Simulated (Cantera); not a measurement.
Feed: 1 mol Cu, 0.018 mol H2O, 4.2 mol N2, held at 675 K and 0.0100 bar.

Method: chemical equilibrium by Gibbs-energy minimisation in Cantera with the NASA 1993 tables (ideal gas, pure condensed phases). Candidate condensed phases: Cu, CuO, Cu(OH)2, Cu2O, H2O; 27 gas species. Rates play no part.

Base state: N2 0.996, H2O 0.00427 (mole fractions); condensed: Cu(s).

Question: What changes in the equilibrium state with this change: temperature from 675 K to 1950 K?

Answer: 
```tsv
species	before	after
N2	0.996	0.805
Cu	<1e-9	0.191
H2O	0.00427	0.00279
Cu2	<1e-9	0.000472
H2	<1e-9	0.000467
Cu(s), mol	1.00	0
```
